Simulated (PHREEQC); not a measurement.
## Hard or scaling water (model solution)

Make-up at 25 °C: 0.00066 mol/kgw SrCl2, 1.9e-06 mol/kgw Na2CO3 and 8.2e-05 mol/kgw NaCl. Closed to the air; pH follows from the charge balance.

Model: Pitzer model, pitzer.dat, run in PHREEQC.

This is a speciation only: nothing precipitates in the calculation.

**Question.** Estimate the pH.

**Answer.** pH 8.25.

**Question.** In which forms is C present?

**Answer.** HCO3- 98 %, CO2 1.1 %, CO3-2 0.9 % of the C.

Complexes and solids missing from the database can't appear.
